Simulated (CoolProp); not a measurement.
The numbers come from the reference Helmholtz-energy equation of state, Zhou 2014 in CoolProp.

For cyclohexane, give the phase and the cp (kJ/(kg K)), cv (kJ/(kg K)) at 185.35 °C and 0.00645 MPa; 185.35 °C and 0.0156 MPa; 185.35 °C and 0.0919 MPa.


- 185.35 °C and 0.00645 MPa: gas; cp 2.07, cv 1.97
- 185.35 °C and 0.0156 MPa: gas; cp 2.07, cv 1.97
- 185.35 °C and 0.0919 MPa: gas; cp 2.08, cv 1.98
